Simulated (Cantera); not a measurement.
An isothermal, constant-pressure homogeneous reactor starts with 9.52 % NO, 90.5 % N2, at 1898 K and 105 Torr.

Cantera simulation using GRI-Mech 3.0 (53 species, 325 reactions); the numbers are that mechanism's predictions, not measurements.

x: mole fraction; the columns are a selection and need not sum to one.

```csv
t (s),x NO,x O2,x NO2,x N2,x N2O,x O
8.00e-5,0.0952,2.61e-11,4.01e-10,0.905,5.37e-8,5.40e-8
0.000258,0.0952,2.71e-10,(withheld),0.905,1.70e-7,1.74e-7
0.000830,0.0952,2.83e-9,(withheld),0.905,5.24e-7,5.64e-7
0.00267,0.0952,3.14e-8,(withheld),0.905,1.45e-6,1.92e-6
0.00862,0.0952,4.34e-7,(withheld),0.905,3.06e-6,7.18e-6
0.0278,0.0952,7.38e-6,(withheld),0.905,3.92e-6,2.24e-5
0.0894,0.0951,6.49e-5,5.77e-6,0.905,3.91e-6,3.18e-5
0.288,0.0946,0.000274,6.17e-6,0.905,3.87e-6,3.39e-5
0.928,0.0932,0.000966,(withheld),0.906,3.74e-6,3.98e-5
2.99,0.0885,0.00333,(withheld),0.908,3.34e-6,5.52e-5
9.63,0.0725,0.0113,(withheld),0.916,2.21e-6,8.89e-5
31.0,0.0339,0.0306,(withheld),0.935,5.13e-7,0.000139
100,0.00532,0.0449,(withheld),0.950,7.56e-8,0.000167
```

Task: What belongs in the gaps?

Result: 
- 0.000258, x NO2: 3.94e-9
- 0.000830, x NO2: 3.48e-8
- 0.00267, x NO2: 2.41e-7
- 0.00862, x NO2: 1.23e-6
- 0.0278, x NO2: 4.09e-6
- 0.928, x NO2: 7.26e-6
- 2.99, x NO2: 9.83e-6
- 9.63, x NO2: 1.34e-5
- 31.0, x NO2: 1.00e-5
- 100, x NO2: 1.90e-6
